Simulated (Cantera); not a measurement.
A perfectly stirred reactor is fed with 3.41 % C3H8, 20.3 % O2, 76.3 % N2, at 9.87 atm; it is adiabatic with a 725 K inlet, and is followed from long to short residence time, starting on the burning branch (τ in s: 0.39, 0.18, 0.08, 0.037, 0.017, 0.0076, 0.0035, 0.0016, 0.00072, 0.00033, 0.00015, 6.8e-05, 3.1e-05).

Model: GRI-Mech 3.0 (53 species, 325 reactions), integrated in Cantera. GRI-Mech 3.0 was tuned for natural gas; its chemistry of propane as a main component is partial and can be far from experiment.

Problem. Predict: blow-out, bracketed by the residence times tried; x(C3H8) at τ = 0.390 s; x(O2) at τ = 0.390 s; x(C2H2) at τ = 0.390 s; x(H2O) at τ = 0.390 s; x(C3H8) at τ = 3.50 ms; x(O2) at τ = 3.50 ms; x(C2H2) at τ = 3.50 ms; x(C2H6) at τ = 3.50 ms; x(H2O) at τ = 3.50 ms.

Solution. 
| Item | Result |
|---|---|
| blow-out, bracketed by the residence times tried | burning at 31.0 µs, the shortest tried |
| x(C3H8) at τ = 0.390 s | 4.84e-9 |
| x(O2) at τ = 0.390 s | 0.0289 |
| x(C2H2) at τ = 0.390 s | 2.69e-8 |
| x(H2O) at τ = 0.390 s | 0.128 |
| x(C3H8) at τ = 3.50 ms | 4.97e-7 |
| x(O2) at τ = 3.50 ms | 0.0316 |
| x(C2H2) at τ = 3.50 ms | 2.35e-6 |
| x(C2H6) at τ = 3.50 ms | 3.65e-9 |
| x(H2O) at τ = 3.50 ms | 0.128 |
